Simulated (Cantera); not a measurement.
Ammonia decomposition in nitride growth gas

An isothermal, constant-pressure homogeneous reactor starts with 78.7 % NH3, 21.3 % N2, at 1625 K and 105 Torr.

Detailed kinetics in Cantera: the gas-phase N/H chemistry of the illustrative SiF4/NH3 mechanism in the Surface Chemkin manual (1991). Walls and surfaces, which speed up NH3 decomposition in real reactors, are not modelled.

| t (s) | x NH3 | x N2 | x H | x N2H2 | x N |
|---|---|---|---|---|---|
| 7.00e-5 | 0.787 | 0.213 | 7.11e-9 | 1.09e-11 | <1e-12 |
| 0.000202 | 0.787 | 0.213 | 7.12e-9 | 1.99e-10 | <1e-12 |
| 0.000585 | 0.787 | 0.213 | 7.18e-9 | 2.66e-9 | <1e-12 |
| 0.00169 | 0.787 | 0.213 | 7.90e-9 | 2.76e-8 | 4.39e-12 |
| 0.00489 | 0.787 | 0.213 | 1.44e-8 | 2.44e-7 | 3.02e-11 |
| 0.0142 | 0.787 | 0.213 | 5.33e-8 | 1.02e-6 | 1.79e-10 |
| 0.0409 | 0.785 | 0.213 | 1.54e-7 | 1.18e-6 | 5.44e-10 |
| 0.118 | 0.781 | 0.214 | 4.33e-7 | 1.17e-6 | 1.53e-9 |
| 0.342 | 0.769 | 0.215 | 1.22e-6 | 1.14e-6 | 4.16e-9 |
| 0.989 | 0.736 | 0.221 | 3.38e-6 | 1.06e-6 | 9.42e-9 |
| 2.86 | 0.651 | 0.235 | 9.09e-6 | 8.51e-7 | 1.55e-8 |
| 8.27 | 0.476 | 0.263 | 2.26e-5 | 5.07e-7 | 1.94e-8 |
| 23.9 | 0.240 | 0.301 | 4.85e-5 | 1.78e-7 | 2.00e-8 |
| 69.2 | 0.0704 | 0.328 | 8.74e-5 | 2.90e-8 | 1.58e-8 |
| 200 | 0.0129 | 0.337 | 0.000130 | 2.00e-9 | 7.64e-9 |
x: mole fraction; the columns are a selection and need not sum to one.

Equilibrium at this temperature and pressure: NH3 1.89e-6, N2 0.339, H 0.000154, N2H2 <1e-12, N 1.80e-12 (gas phase only).
